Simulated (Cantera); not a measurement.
Mixture: CH₄ : O₂ : N₂ = 1 : 2.63 : 11.1 (molar parts), at 8250 Torr, adiabatic and at constant volume. Ignition delay is the time to a rise of 400 K.

Detailed kinetics in Cantera: GRI-Mech 3.0 (53 species, 325 reactions).

What does this change do: CH4 1 to 2.9 parts?


```json
[
 {"quantity": "delay at 1250 K", "before": "2.19 ms", "after": "3.70 ms"},
 {"quantity": "delay at 1400 K", "before": "0.427 ms", "after": "0.699 ms"},
 {"quantity": "delay at 1550 K", "before": "0.102 ms", "after": "0.155 ms"},
 {"quantity": "delay at 1700 K", "before": "29.5 µs", "after": "39.8 µs"},
 {"quantity": "delay at 1850 K", "before": "10.4 µs", "after": "12.4 µs"},
 {"quantity": "apparent activation energy between 1700 and 1850 K", "before": "180 kJ/mol", "after": "200 kJ/mol"}
]
```

What does this change do: pressure from 8250 Torr to 15000 Torr?


```
quantity                                                before       after
--------------------------------------------------  ----------  ----------
delay at 1250 K                                        2.19 ms     1.15 ms
delay at 1400 K                                       0.427 ms    0.239 ms
delay at 1550 K                                       0.102 ms     60.8 µs
delay at 1700 K                                        29.5 µs     18.2 µs
delay at 1850 K                                        10.4 µs     6.45 µs
apparent activation energy between 1700 and 1850 K  180 kJ/mol  180 kJ/mol
```
The pressure lies above the range GRI-Mech 3.0 was tuned for (to about 10 atm).
